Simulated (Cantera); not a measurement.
An isothermal, constant-pressure homogeneous reactor starts with NO : N2 = 1 : 15 (molar parts), at 1775 K and 0.0326 atm.

Detailed kinetics in Cantera: GRI-Mech 3.0 (53 species, 325 reactions). Radical loss at walls, strong at low pressure, is not modelled.

Problem. Predict: x(NO) at 100 s; x(O) at 100 s; x(N2O) at 100 s; x(O2) at 100 s; x(N2) at 100 s.

Solution. 
- x(NO) at 100 s: 0.0537 (gas-phase equilibrium 0.00161)
- x(O) at 100 s: 3.86e-5 (gas-phase equilibrium 9.24e-5)
- x(N2O) at 100 s: 1.10e-6 (gas-phase equilibrium 1.88e-8)
- x(O2) at 100 s: 0.00440 (gas-phase equilibrium 0.0304)
- x(N2) at 100 s: 0.942 (gas-phase equilibrium 0.968)
